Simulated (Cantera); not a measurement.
Low-pressure radical oxidation in H2/O2

An isothermal, constant-pressure homogeneous reactor starts with H2 : O2 : N2 = 0.24 : 1 : 2.7 (molar parts), at 1200 K and 0.00947 atm.

Model: the H2/O2 subset of GRI-Mech 3.0, which has no nitrogen chemistry, integrated in Cantera. Radical loss at walls, strong at low pressure, is not modelled. The temperature is held fixed by assumption; the heat of reaction is taken as removed at once.

```
t (s)         x H2   x O2      x OH       x H       x O
--------  --------  -----  --------  --------  --------
4.00e-6     0.0609  0.254    <1e-12  4.05e-11    <1e-12
2.89e-5     0.0609  0.254  1.65e-11  2.81e-10  1.75e-11
0.000209    0.0609  0.254  5.20e-10   1.97e-9  7.11e-10
0.00151     0.0609  0.254   8.42e-8   2.12e-7   1.40e-7
0.0110     0.00266  0.218   0.00298    0.0202    0.0233
0.0792     0.00178  0.222   0.00246   0.00984    0.0141
0.573     0.000161  0.230  0.000747  0.000237   0.00115
4.15       3.57e-6  0.230  0.000112   7.82e-7   2.55e-5
30.0       2.12e-7  0.230   2.74e-5   1.15e-8   1.53e-6
```
x: mole fraction; the columns are a selection and need not sum to one.

Equilibrium at this temperature and pressure: H2 1.71e-8, O2 0.230, OH 7.78e-6, H 2.65e-10, O 1.24e-7 (gas phase only).
